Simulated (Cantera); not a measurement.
Feed: 1 mol Fe₂O₃, 0.098 mol SO₃, 1.3 mol N₂, 0.59 mol SO₂, held at 700000 Pa.

These are equilibrium values from Cantera (NASA tables, ideal gas, pure condensed phases), not measurements of a reactor. Candidate condensed phases: Fe, FeO, FeS, FeSO₄, FeS₂, Fe₂O₃, Fe₂(SO₄)₃, Fe₃O₄, S; 19 gas species. Mutual solubility and eutectic melting of coexisting phases are not modelled. Rates play no part.

**Question.** Which condensed phases are stable at each of these points (T (°C)): 327, 427, 527, 627, 727, 827, 927, 1027, 1127, 1227, 1327, 1427, 1527?

**Answer.** 
| T (°C) | condensed phases | Fe condensed (%) |
|---|---|---|
| 327 | FeSO₄(s) + FeS₂(s) + Fe₂O₃(s) | 100.0 |
| 427 | FeSO₄(s) + Fe₂O₃(s) | 100.0 |
| 527 | FeSO₄(s) + Fe₂O₃(s) | 100.0 |
| 627 | FeSO₄(s) + Fe₂O₃(s) | 100.0 |
| 727 | Fe₂O₃(s) + Fe₂(SO₄)₃(s) | 100.0 |
| 827 | Fe₂O₃(s) | 100.0 |
| 927 | Fe₂O₃(s) | 100.0 |
| 1027 | Fe₂O₃(s) | 100.0 |
| 1127 | Fe₂O₃(s) | 100.0 |
| 1227 | Fe₂O₃(s) | 100.0 |
| 1327 | Fe₂O₃(s) | 100.0 |
| 1427 | Fe₂O₃(s) + Fe₃O₄(s) | 100.0 |
| 1527 | Fe₃O₄(s) | 100.0 |

At 327 °C the condensed part is FeSO₄(s) + FeS₂(s) + Fe₂O₃(s). From 427 °C to 627 °C the condensed part is FeSO₄(s) + Fe₂O₃(s). At 727 °C the condensed part is Fe₂O₃(s) + Fe₂(SO₄)₃(s). From 827 °C to 1327 °C the condensed part is Fe₂O₃(s). At 1427 °C the condensed part is Fe₂O₃(s) + Fe₃O₄(s). At 1527 °C the condensed part is Fe₃O₄(s).
